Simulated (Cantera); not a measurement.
Charge: 1 mol SiCl4, 0.3 mol O2, at 25.0 mbar.

Cantera equilibrium calculation (NASA polynomials, part measured and part estimated; ideal gas, pure solids and liquids). Candidate condensed phases: Si, SiO2; 15 gas species. The numbers say what is thermodynamically allowed, not how fast it happens.

Q: At 727 °C, list the 3 most abundant gas species with their mole fractions, and the condensed phases.

A: SiCl4 0.538, Cl2 0.460, Cl 0.00167. Condensed: SiO2(β-quartz).
